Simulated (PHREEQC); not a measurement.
Synthetic water in mg/L, 25 °C, pH 6.74, pe 12.3:

| constituent | mg/L |
|---|---|
| Na | 16.4 |
| K | 0.903 |
| Ca | 4.08 |
| Mg | 1.55 |
| Cl | 3.39 |
| S(6) as SO4 | 13.4 |
| Alkalinity as HCO3 | 41.7 |
| O(0) (dissolved oxygen) | 0.0443 |

Valence states are taken as typed.

All values are PHREEQC results (ion-association model, phreeqc.dat), not measurements.

The ionic strength comes out as 0.00135 mol/kgw. The specific conductance comes out as 110 µS/cm and the charge-balance error comes out as 0.5 %.

| species | molality | activity | log γ |
|---|---|---|---|
| Na+ | 0.000713 | 0.000684 | -0.018 |
| HCO3- | 0.000682 | 0.000655 | -0.018 |
| CO2 | 0.000268 | 0.000268 | 0.000 |
| SO4-2 | 0.000136 | 0.000116 | -0.071 |
| Ca+2 | 9.93e-5 | 8.44e-5 | -0.071 |
| Cl- | 9.56e-5 | 9.18e-5 | -0.018 |
| Mg+2 | 6.19e-5 | 5.27e-5 | -0.070 |
| K+ | 2.31e-5 | 2.21e-5 | -0.018 |
| CaSO4 | 1.73e-6 | 1.73e-6 | 0.000 |
| MgSO4 | 1.42e-6 | 1.43e-6 | 0.000 |
| O2 | 1.38e-6 | 1.39e-6 | 0.000 |
| CaHCO3+ | 7.34e-7 | 7.05e-7 | -0.017 |
| MgHCO3+ | 4.20e-7 | 4.03e-7 | -0.018 |
| NaSO4- | 4.12e-7 | 3.96e-7 | -0.018 |

Precipitation was switched off in this run. Species that the database lacks are ignored.
